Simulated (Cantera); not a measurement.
A Cantera script and its output.

```python
import numpy as np
import cantera as ct

gas = ct.Solution("gri30.yaml")
gas.TPX = 1123, 2666, {'H2': 0.091, 'O2': 1, 'H2O': 0.002}
reactor = ct.IdealGasConstPressureReactor(gas, energy="off", clone=False)
net = ct.ReactorNet([reactor])
net.rtol, net.atol = 1e-08, 1e-18
show = ['H2', 'O2', 'HO2', 'H2O2', 'H']
times = np.geomspace(3e-06, 10, 14)

steps = ct.SolutionArray(gas, extra=["t"])
rows = []
print(f"{'t/s':>10s}{'T/K':>9s}{'P/Pa':>11s}" + "".join(f"{s:>11s}" for s in show))
for t in times:
    while net.time < t:
        t_next = net.step()
        steps.append(gas.state, t=t_next)
    rows.append([np.interp(t, steps.t, y) for y in (steps.T, steps.P, *steps(*show).X.T)])
    print(f"{t:10.3e}{rows[-1][0]:9.1f}{rows[-1][1]:11.4g}" + "".join(f"{x:11.3e}" for x in rows[-1][2:]))
rate = np.gradient(steps.T, steps.t)
print("integrator steps:", len(steps.t))
if steps.T.max() > steps.T[0] + 200:
    print(f"time of steepest temperature rise: {steps.t[rate.argmax()]:.4e} s")
gas.TPX = 1123, 2666, {'H2': 0.091, 'O2': 1, 'H2O': 0.002}
gas.equilibrate("TP")
print(f"equilibrium (TP): T = {gas.T:.1f} K  " + "  ".join(f"{s} {gas[s].X[0]:.3e}" for s in show))
```

Result:

```
       t/s      T/K       P/Pa         H2         O2        HO2       H2O2          H
 3.000e-06   1123.0       2666  8.326e-02  9.149e-01  8.843e-11  8.773e-16  8.468e-11
 9.525e-06   1123.0       2666  8.326e-02  9.149e-01  2.810e-10  8.822e-15  2.493e-10
 3.024e-05   1123.0       2666  8.326e-02  9.149e-01  8.942e-10  8.906e-14  7.056e-10
 9.603e-05   1123.0       2666  8.326e-02  9.149e-01  2.862e-09  9.016e-13  2.776e-09
 3.049e-04   1123.0       2666  8.326e-02  9.149e-01  1.015e-08  9.482e-12  6.096e-08
 9.681e-04   1123.0       2666  8.123e-02  9.135e-01  6.265e-06  1.030e-08  6.471e-04
 3.074e-03   1123.0       2666  1.833e-03  8.763e-01  1.263e-05  3.196e-07  1.214e-02
 9.760e-03   1123.0       2666  5.442e-04  9.013e-01  9.670e-06  3.378e-07  1.834e-03
 3.099e-02   1123.0       2666  6.815e-05  9.098e-01  3.882e-06  2.358e-07  8.014e-05
 9.839e-02   1123.0       2666  7.054e-06  9.110e-01  8.544e-07  9.990e-08  2.876e-06
 3.124e-01   1123.0       2666  9.540e-07  9.112e-01  1.650e-07  3.370e-08  1.572e-07
 9.919e-01   1123.0       2666  1.771e-07  9.112e-01  3.684e-08  1.076e-08  1.352e-08
 3.149e+00   1123.0       2666  4.110e-08  9.112e-01  1.029e-08  3.404e-09  1.582e-09
 1.000e+01   1123.0       2666  1.096e-08  9.112e-01  4.652e-09  1.083e-09  2.237e-10
integrator steps: 1752
equilibrium (TP): T = 1123.0 K  H2 1.318e-09  O2 9.112e-01  HO2 6.149e-09  H2O2 1.588e-10  H 9.532e-12
```

Detailed kinetics in Cantera: GRI-Mech 3.0 (53 species, 325 reactions). Radical loss at walls, strong at low pressure, is not modelled. The temperature is held fixed by assumption; the heat of reaction is taken as removed at once.
